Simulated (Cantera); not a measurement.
A closed system holds: 1 mol Fe₂O₃, 0.38 mol O₂, 8.2 mol H₂O, held at 850 °C and 11.3 Torr.

These are equilibrium values from Cantera (NASA tables, ideal gas, pure condensed phases), not measurements of a reactor. Candidate condensed phases: Fe, FeO, Fe(OH)₂, Fe(OH)₃, Fe₂O₃, Fe₃O₄, H₂O; 12 gas species. The numbers say what is thermodynamically allowed, not how fast it happens.

Base state: H₂O 0.956, O₂ 0.0443 (mole fractions); condensed: Fe₂O₃(s).

Problem. What changes in the equilibrium state with this change: 0.26 mol NH₃ added?

Solution. 
```csv
species,before,after
H₂O,0.956,0.965
O₂,0.0443,0.0208
N₂,0,0.0146
"Fe₂O₃(s), mol",1.00,1.00
```
